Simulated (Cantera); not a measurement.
Charge: 1 mol SiHCl3, 0.0049 mol C3H8, a varied amount of H2, at 1600 K and 19.0 mbar.

Method: chemical equilibrium by Gibbs-energy minimisation in Cantera with the NASA 1993 tables (ideal gas, pure condensed phases). Candidate condensed phases: C, C6H6, C7H8, C8H18, Si, SiC; 109 gas species. Mutual solubility and eutectic melting of coexisting phases are not modelled. The numbers say what is thermodynamically allowed, not how fast it happens.

What share of the Si ends up in condensed phases as a function of n(H2) (mol), at 110, 250, 380, 520, 660, 790, 930, 1100, 1200, 1300, 1500?


```tsv
n(H2) (mol)	Si condensed (%)	as
110	78.7	Si(s) + SiC(s)
250	88.9	Si(s) + SiC(s)
380	92.1	Si(s) + SiC(s)
520	93.8	Si(s) + SiC(s)
660	94.7	Si(s) + SiC(s)
790	95.3	Si(s) + SiC(s)
930	95.6	Si(s) + SiC(s)
1100	95.9	Si(s) + SiC(s)
1200	96.0	Si(s) + SiC(s)
1300	96.1	Si(s) + SiC(s)
1500	96.1	Si(s) + SiC(s)
```
